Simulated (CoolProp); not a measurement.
Saturated liquid density (kg/m³) of normal hydrogen: the reference equation beside estimates from Tc = 33.1 K, pc = 12.96 bar, ω = -0.219. Rackett uses Z = 0.29056 − 0.08775 ω.

Model: reference Helmholtz-energy equation of state, Leachman 2009, in CoolProp.

| T (K) | reference | Rackett | Redlich-Kwong |
|---|---|---|---|
| 25 | 64.70 | 67.10 | 73.64 |
| 25.7 | 63.58 | 65.78 | 71.59 |
| 26.5 | 62.21 | 64.19 | 69.11 |
| 27.2 | 60.93 | 62.72 | 66.80 |
| 27.9 | 59.55 | 61.16 | 64.34 |
| 28.7 | 57.82 | 59.23 | 61.32 |
| 29.4 | 56.14 | 57.39 | 58.44 |
| 30.1 | 54.25 | 55.36 | 55.29 |
| 30.9 | 51.73 | 52.69 | 51.24 |
| 31.6 | 49.01 | 49.87 | 47.10 |
| 32.3 | 45.33 | 46.16 | 41.97 |

Absolute difference from the reference over all 11 rows, mean and median: Rackett 2.6 and 2.4 %, Redlich-Kwong 7.2 and 7.4 %.
